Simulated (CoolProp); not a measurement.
The fluid at 274.94 K and 0.0239 MPa is throttled through a valve to 0.0049 MPa with no heat exchange. The same conditions are run with several fluids, on thermodynamics alone (safety and materials aside).

Computed with CoolProp (reference Helmholtz-energy equation of state of each fluid (trans-2-butene: Lemmon 2005; R125: Lemmon 2005; propylene: Lemmon 2013; propane: Lemmon 2009; carbon dioxide: Span 1996)).

| fluid | temperature change (K) | final density (kg/m³) |
|---|---|---|
| trans-2-butene | -0.8 | 0.121 |
| R125 | -0.3 | 0.258 |
| propylene | -0.4 | 0.0904 |
| propane | -0.4 | 0.0948 |
| carbon dioxide | -0.3 | 0.0945 |
